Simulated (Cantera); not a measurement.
An isothermal, constant-pressure homogeneous reactor starts with N₂O : O₂ = 1 : 1.6 (molar parts), at 1200 K and 1.00 bar. Integrator tolerance rtol = 1e-08.

Cantera simulation using GRI-Mech 3.0 (53 species, 325 reactions); the numbers are that mechanism's predictions, not measurements. GRI-Mech 3.0 was tuned for natural gas; its chemistry of N2O as a main component is partial and can be far from experiment. The mechanism lacks the step 2 NO + O2 → 2 NO2, which can matter for NO2 below about 1400 K. The temperature is held fixed by assumption; the heat of reaction is taken as removed at once.

Q: What does this change do: temperature 1200 to 1373 K?

A: 
```
quantity                                            before                                     after
----------------  ----------------------------------------  ----------------------------------------
x(N₂O) at 5.00 s    0.0370 (gas-phase equilibrium 1.01e-8)   6.21e-7 (gas-phase equilibrium 2.94e-8)
x(O₂) at 5.00 s        0.659 (gas-phase equilibrium 0.677)       0.654 (gas-phase equilibrium 0.677)
x(NO) at 5.00 s    0.0236 (gas-phase equilibrium 0.000226)   0.0451 (gas-phase equilibrium 0.000716)
x(O) at 5.00 s     3.77e-7 (gas-phase equilibrium 2.08e-8)   5.02e-7 (gas-phase equilibrium 5.10e-7)
x(NO₂) at 5.00 s  0.000296 (gas-phase equilibrium 6.83e-6)  0.000649 (gas-phase equilibrium 1.05e-5)
x(N₂) at 5.00 s        0.280 (gas-phase equilibrium 0.322)       0.300 (gas-phase equilibrium 0.322)
```

Q: What does this change do: O2 1.6 to 1 parts?

A: 
| quantity | before | after |
|---|---|---|
| x(N₂O) at 5.00 s | 0.0370 (gas-phase equilibrium 1.01e-8) | 0.0460 (gas-phase equilibrium 1.18e-8) |
| x(O₂) at 5.00 s | 0.659 (gas-phase equilibrium 0.677) | 0.576 (gas-phase equilibrium 0.600) |
| x(NO) at 5.00 s | 0.0236 (gas-phase equilibrium 0.000226) | 0.0294 (gas-phase equilibrium 0.000237) |
| x(O) at 5.00 s | 3.77e-7 (gas-phase equilibrium 2.08e-8) | 3.76e-7 (gas-phase equilibrium 1.95e-8) |
| x(NO₂) at 5.00 s | 0.000296 (gas-phase equilibrium 6.83e-6) | 0.000363 (gas-phase equilibrium 6.74e-6) |
| x(N₂) at 5.00 s | 0.280 (gas-phase equilibrium 0.322) | 0.348 (gas-phase equilibrium 0.400) |
